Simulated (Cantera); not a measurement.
A closed system holds: 1 mol Zr, 0.3 mol NH3, 3.9 mol H2, equilibrated at 100000 Pa.

Method: chemical equilibrium by Gibbs-energy minimisation in Cantera with the NASA 1993 tables (ideal gas, pure condensed phases). Candidate condensed phases: Zr, ZrN; 11 gas species. Mutual solubility and eutectic melting of coexisting phases are not modelled. ZrN: taken at fixed stoichiometry. Condensed phases not in the tables: N, O or C dissolved in the metal. Equilibrium is a limit: real reactors are often held back by kinetics, nucleation or transport. All values below are at 2052 °C.

Base state: H2 0.989, H 0.0109 (mole fractions); condensed: Zr(l) + ZrN(s).

### Question
What changes in the equilibrium state with this change: Zr replaced by V?

### Answer
```csv
species,before,after
H2,0.989,0.956
N2,1.51e-7,0.0331
H,0.0109,0.0108
V,0,0.000144
"Zr(l), mol",0.700,0
"ZrN(s), mol",0.300,0
"V(l), mol",0,0.999
```
Condensed phases not in the tables: V2N, N, O or C dissolved in the metal. Further candidate phases: V, VN.
